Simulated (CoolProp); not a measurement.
Vapour-liquid equilibrium of hydrogen chloride (1) + n-butane (2) at 212 K; x and y are mole fractions of (1).

Computed with CoolProp (multi-fluid Helmholtz-energy mixture model, Thol 2018 and Bücker 2006; pair parameters Bell 2016).

Give the bubble pressure and the first vapour's composition at x = 0.05, 0.35, 0.5. Is there an azeotrope?

x = 0.05: 49.44 kPa, y = 0.909; x = 0.35: 230.6 kPa, y = 0.983; x = 0.5: 257.8 kPa, y = 0.986. No azeotrope shows between x = 0.05 and 0.95.

The pair parameters rest on a limited set of measurements; away from them the model extrapolates. With so large a gap from Raoult's law the liquid may split in two, which this calculation doesn't test in full.
